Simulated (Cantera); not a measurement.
A perfectly stirred reactor is fed with 37.0 % CH4, 63.0 % H2, at 13300 Pa; it is held at 1848 K, and followed from long to short residence time.

Computed with Cantera and GRI-Mech 3.0 (53 species, 325 reactions). GRI-Mech 3.0 stops at C3 and has no aromatics, soot or wall deposition, so with more carbon than oxygen in the feed, carbon stays in small species such as C2H2 where larger ones or solid carbon would form.

One state of this run: x CH4 = 0.120; x H2 = 0.786; x H = 0.000955; x C2H4 = 0.00161; x C2H = 1.15e-6; x C2H6 = 7.47e-5; x CH2 = 2.73e-6. x: mole fraction; the columns are a selection and need not sum to one.

Problem. Which value of τ (s) does it belong to?
A) 0.0019
B) 0.00062
C) 0.018
D) 0.18

Solution. C, 0.018
